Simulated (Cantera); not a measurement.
# Stirred combustor or abatement burner

A perfectly stirred reactor is fed with 10.9 % CH4, 0.851 % H2, 18.5 % O2, 69.7 % N2, equivalence ratio 1.2, at 0.240 bar; it is adiabatic with a 600 K inlet, and is followed from long to short residence time, starting on the burning branch (τ in s: 0.37, 0.13, 0.043, 0.015, 0.005, 0.0017, 0.00059, 0.0002, 6.9e-05).

Cantera simulation using GRI-Mech 3.0 (53 species, 325 reactions); the numbers are that mechanism's predictions, not measurements.

| τ (s) | T (K) | x CH4 | x H2 | x O2 | x O | x C2H | x CH2O | x HCN |
|---|---|---|---|---|---|---|---|---|
| 0.37 | 2287 | 2.39e-6 | 0.0277 | 0.00132 | 0.000461 | 5.85e-12 | 3.03e-7 | 6.36e-7 |
| 0.13 | 2267 | 5.25e-6 | 0.0282 | 0.00188 | 0.000665 | 2.34e-11 | 6.77e-7 | 1.10e-6 |
| 0.043 | 2229 | 1.14e-5 | 0.0293 | 0.00296 | 0.00109 | 8.26e-11 | 1.47e-6 | 1.54e-6 |
| 0.015 | 2178 | 2.46e-5 | 0.0307 | 0.00450 | 0.00173 | 2.61e-10 | 3.03e-6 | 1.84e-6 |
| 0.0050 | 2117 | 5.94e-5 | 0.0323 | 0.00644 | 0.00255 | 9.80e-10 | 6.90e-6 | 2.27e-6 |
| 0.0017 | 2060 | 0.000157 | 0.0337 | 0.00861 | 0.00323 | 4.53e-9 | 1.72e-5 | 3.44e-6 |
| 0.00059 | 2010 | 0.000460 | 0.0346 | 0.0119 | 0.00345 | 2.57e-8 | 4.78e-5 | 6.64e-6 |
| 0.00020 | 1923 | 0.00193 | 0.0369 | 0.0222 | 0.00263 | 1.81e-7 | 0.000178 | 1.55e-5 |
| 6.9e-5 | 600 | 0.109 | 0.00851 | 0.185 | <1e-12 | <1e-12 | <1e-12 | <1e-12 |
x: mole fraction; the columns are a selection and need not sum to one.
